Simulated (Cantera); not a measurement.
Charge: 1 mol CH3F, 0.32 mol HCl, a varied amount of H2, at 2652 °C and 0.00660 bar.

Cantera equilibrium calculation (NASA polynomials, part measured and part estimated; ideal gas, pure solids and liquids). Candidate condensed phases: C, C6H6, C7H8, C8H18; 118 gas species. Equilibrium is a limit: real reactors are often held back by kinetics, nucleation or transport.

**Question.** Which condensed phases are stable at each of these points (n(H2) (mol)): 0.84, 1.1, 1.4, 1.7, 2.2, 2.8, 3.5, 4.5, 5.7, 7.2, 9.1, 12, 15?

**Answer.** 
```json
[
 {"n(H2) (mol)": "0.84", "condensed phases": "C(graphite)", "C condensed (%)": "55.1"},
 {"n(H2) (mol)": "1.1", "condensed phases": "C(graphite)", "C condensed (%)": "50.6"},
 {"n(H2) (mol)": "1.4", "condensed phases": "C(graphite)", "C condensed (%)": "45.3"},
 {"n(H2) (mol)": "1.7", "condensed phases": "C(graphite)", "C condensed (%)": "40.0"},
 {"n(H2) (mol)": "2.2", "condensed phases": "C(graphite)", "C condensed (%)": "31.2"},
 {"n(H2) (mol)": "2.8", "condensed phases": "C(graphite)", "C condensed (%)": "20.7"},
 {"n(H2) (mol)": "3.5", "condensed phases": "C(graphite)", "C condensed (%)": "8.4"},
 {"n(H2) (mol)": "4.5", "condensed phases": "gas only", "C condensed (%)": "0.0"},
 {"n(H2) (mol)": "5.7", "condensed phases": "gas only", "C condensed (%)": "0.0"},
 {"n(H2) (mol)": "7.2", "condensed phases": "gas only", "C condensed (%)": "0.0"},
 {"n(H2) (mol)": "9.1", "condensed phases": "gas only", "C condensed (%)": "0.0"},
 {"n(H2) (mol)": "12", "condensed phases": "gas only", "C condensed (%)": "0.0"},
 {"n(H2) (mol)": "15", "condensed phases": "gas only", "C condensed (%)": "0.0"}
]
```

From 0.84 mol H2 to 3.5 mol H2 the condensed part is C(graphite). From 4.5 mol H2 to 15 mol H2 nothing is condensed.
